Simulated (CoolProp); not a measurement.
Hexamethyldisiloxane (MM) along the isobar 101 kPa: Z from the reference equation and from simpler models built on Tc = 518.7 K, pc = 1931 kPa, ω = 0.418; each cubic takes its own stable root.

Values from CoolProp's reference Helmholtz-energy equation of state, Thol 2016.

```json
[
 {"T (K)": "404.8", "phase": "gas", "reference": "0.9536"},
 {"T (K)": "428.5", "phase": "gas", "reference": "0.9625"},
 {"T (K)": "452.1", "phase": "gas", "reference": "0.9691"},
 {"T (K)": "475.7", "phase": "gas", "reference": "0.9742"},
 {"T (K)": "499.4", "phase": "gas", "reference": "0.9783"},
 {"T (K)": "523", "phase": "gas", "reference": "0.9816"},
 {"T (K)": "546.6", "phase": "gas", "reference": "0.9843"},
 {"T (K)": "570.3", "phase": "gas", "reference": "0.9866"},
 {"T (K)": "593.9", "phase": "gas", "reference": "0.9885"}
]
```

### Question
How far does each simpler model (Pitzer virial, van der Waals, Redlich-Kwong, Soave-Redlich-Kwong, Peng-Robinson) lie from the reference over these 9 states: mean and median of the absolute difference, and the worst?

### Answer
- Pitzer virial: mean 0.0 %, median 0.0 %, worst +0.1 % at 570.3 K and 101 kPa
- van der Waals: mean 0.6 %, median 0.4 %, worst +1.9 % at 404.8 K and 101 kPa
- Redlich-Kwong: mean 0.3 %, median 0.2 %, worst +1.0 % at 404.8 K and 101 kPa
- Soave-Redlich-Kwong: mean 0.2 %, median 0.1 %, worst +0.4 % at 404.8 K and 101 kPa
- Peng-Robinson: mean 0.1 %, median 0.1 %, worst +0.2 % at 404.8 K and 101 kPa
